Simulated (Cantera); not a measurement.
Feed: 1 mol CCl4, 0.25 mol H2, held at 53000 Pa.

These are equilibrium values from Cantera (NASA tables, ideal gas, pure condensed phases), not measurements of a reactor. Candidate condensed phases: C, C6H6, C7H8, C8H18; 91 gas species. Gases not in the tables: chlorinated aromatics. Equilibrium is a limit: real reactors are often held back by kinetics, nucleation or transport.

At 1248 K, list the 4 most abundant gas species with their mole fractions, and the condensed phases.

Cl2 0.769, HCl 0.221, Cl 0.00922, CCl4 0.000259. Condensed: C(graphite).
